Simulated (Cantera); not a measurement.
**Thermodynamics of halide evaporation, hydrolysis and transport, feed KCl + H2**

Charge: 1 mol KCl, 9.7 mol H2, held at 925 K.

Method: chemical equilibrium by Gibbs-energy minimisation in Cantera with the NASA 1993 tables (ideal gas, pure condensed phases). Candidate condensed phases: K, KCl; 10 gas species. Equilibrium is a limit: real reactors are often held back by kinetics, nucleation or transport.

From 0.100 Pa to 10.0 Pa nothing is condensed. From 1.00 mbar to 1.00 bar the condensed part is KCl(s). The main K-bearing gas is KCl throughout.

```tsv
P (Pa)	log p H2	log p KCl	log p K2Cl2	log p HCl	log p K	log p H	n KCl(s)
0.100	-6.04	-7.03	-9.79	-9.90	-9.90	-12.61	0
1	-5.04	-6.04	-7.82	-9.15	-9.15	-12.11	0
10	-4.04	-5.13	-5.99	-8.44	-8.44	-11.60	0
100	-3.01	-4.77	-5.26	-8.00	-8.00	-11.09	0.721
1000	-2.00	-4.77	-5.26	-7.75	-7.75	-10.58	0.973
10000	-1.00	-4.77	-5.26	-7.50	-7.50	-10.08	0.997
100000	0.00	-4.77	-5.26	-7.25	-7.25	-9.58	1.000
```
log p: log10 of the partial pressure in bar; n: condensed amount in mol.
